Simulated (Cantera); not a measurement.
Hydrocarbon pyrolysis for carbon deposition

A perfectly stirred reactor is fed with 38.5 % C2H6, 61.5 % N2, at 0.248 Torr; it is held at 1475 K, and followed from long to short residence time.

Detailed kinetics in Cantera: GRI-Mech 3.0 (53 species, 325 reactions). GRI-Mech 3.0 stops at C3 and has no aromatics, soot or wall deposition, so with more carbon than oxygen in the feed, carbon stays in small species such as C2H2 where larger ones or solid carbon would form. Radical loss at walls, strong at low pressure, is not modelled.

| τ (s) | x C2H6 | x CH4 | x HCN | x CH3 | x C2H2 | x C2H4 |
|---|---|---|---|---|---|---|
| 2.2 | 0.00623 | 0.131 | 2.72e-7 | 0.00694 | 0.151 | 0.0290 |
| 1.0 | 0.0132 | 0.145 | 1.91e-7 | 0.00995 | 0.127 | 0.0479 |
| 0.50 | 0.0251 | 0.149 | 1.42e-7 | 0.0136 | 0.101 | 0.0687 |
| 0.24 | 0.0490 | 0.140 | 1.03e-7 | 0.0186 | 0.0703 | 0.0905 |
| 0.12 | 0.0890 | 0.116 | 7.37e-8 | 0.0237 | 0.0423 | 0.102 |
| 0.055 | 0.162 | 0.0755 | 4.66e-8 | 0.0271 | 0.0176 | 0.0931 |
| 0.027 | 0.246 | 0.0379 | 2.74e-8 | 0.0250 | 0.00502 | 0.0624 |
| 0.013 | 0.321 | 0.0134 | 1.31e-8 | 0.0178 | 0.000731 | 0.0274 |
| 0.0062 | 0.362 | 0.00371 | 4.11e-9 | 0.0103 | 5.10e-5 | 0.00769 |
| 0.0030 | 0.377 | 0.000986 | 5.33e-10 | 0.00562 | 1.89e-6 | 0.00145 |
| 0.0014 | 0.382 | 0.000237 | 1.28e-11 | 0.00290 | 3.69e-8 | 0.000174 |
x: mole fraction; the columns are a selection and need not sum to one.
